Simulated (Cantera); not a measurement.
Cantera with NASA thermochemical tables; ideal gases at 1 bar, condensed phases pure. Values are per mole of reaction as written; species without (g) are pure solids or liquids, kept so even where they would boil at 1 bar.

Task: Between 423 and 523 K, where is each reaction favourable under standard conditions?
- 0.6667 Al + Cl₂(g) → 0.6667 AlCl₃
- 0.6667 Al + Cl₂(g) → 0.6667 AlCl₃(g)
- 2 Na + Cl₂(g) → 2 NaCl

Result: 
- 0.6667 Al + Cl₂(g) → 0.6667 AlCl₃: ΔG° is -399 kJ at 423 K and -386 kJ at 523 K; it stays negative (K > 1). ΔH° is -443 kJ and ΔS° -109 J/K at 523 K.
- 0.6667 Al + Cl₂(g) → 0.6667 AlCl₃(g): ΔG° is -376 kJ at 423 K and -373 kJ at 523 K; it stays negative (K > 1). ΔH° is -390 kJ and ΔS° -33 J/K at 523 K.
- 2 Na + Cl₂(g) → 2 NaCl: ΔG° is -745 kJ at 423 K and -726 kJ at 523 K; it stays negative (K > 1). ΔH° is -826 kJ and ΔS° -191 J/K at 523 K.
